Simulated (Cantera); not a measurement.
An isothermal, constant-pressure homogeneous reactor starts with NO : N₂ = 1 : 2.5 (molar parts), at 1875 K and 31.5 Torr.

Detailed kinetics in Cantera: GRI-Mech 3.0 (53 species, 325 reactions). Radical loss at walls, strong at low pressure, is not modelled.

Problem. Predict: x(NO) at 6.00 s; x(N₂O) at 6.00 s; x(O₂) at 6.00 s; x(N₂) at 6.00 s; x(O) at 6.00 s.

Solution. 
```json
{
  "x(NO) at 6.00 s": "0.256 (gas-phase equilibrium 0.00454)",
  "x(N₂O) at 6.00 s": "2.48e-5 (gas-phase equilibrium 5.51e-8)",
  "x(O₂) at 6.00 s": "0.0148 (gas-phase equilibrium 0.140)",
  "x(N₂) at 6.00 s": "0.729 (gas-phase equilibrium 0.855)",
  "x(O) at 6.00 s": "0.000170 (gas-phase equilibrium 0.000442)"
}
```
